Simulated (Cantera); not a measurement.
A freely propagating, adiabatic, planar premixed flame of CH₄ : C₂H₆ : O₂ : N₂ = 1 : 0.44 : 2.72 : 7.9 (molar parts), unburnt at 700 K and 10.0 bar; mixture-averaged transport, grid criteria slope 0.08 and curve 0.16, no radiation.

Computed with Cantera and GRI-Mech 3.0 (53 species, 325 reactions). Burning velocities carry a grid error of a few per cent, more on coarse grids.

Q: How do the results move with these cheaper or finer settings: unity-Lewis-number transport; multicomponent transport; multicomponent+Soret transport; grid criteria slope 0.5, curve 1; grid criteria slope 0.25, curve 0.5; grid criteria slope 0.03, curve 0.06?

A: 
| setting | laminar burning velocity | thermal thickness | peak x(C₂H₂) | peak x(O) | grid points |
|---|---|---|---|---|---|
| as above | 124 cm/s | 0.0381 mm | 0.00303 | 0.000740 | 159 |
| unity-Lewis-number transport | 90.7 cm/s | 0.0461 mm | 0.00247 | 0.000916 | 144 |
| multicomponent transport | 125 cm/s | 0.0388 mm | 0.00306 | 0.000738 | 160 |
| multicomponent+Soret transport | 124 cm/s | 0.0384 mm | 0.00296 | 0.000783 | 161 |
| grid criteria slope 0.5, curve 1 | 142 cm/s | 0.0425 mm | 0.00305 | 0.000775 | 38 |
| grid criteria slope 0.25, curve 0.5 | 130 cm/s | 0.0395 mm | 0.00304 | 0.000753 | 64 |
| grid criteria slope 0.03, curve 0.06 | 123 cm/s | 0.0377 mm | 0.00301 | 0.000746 | 366 |
The base run took about 14 core-seconds (a rough figure).
Unity Lewis numbers drop preferential diffusion, which matters most where H2 and H carry the flame; Soret adds thermal diffusion.
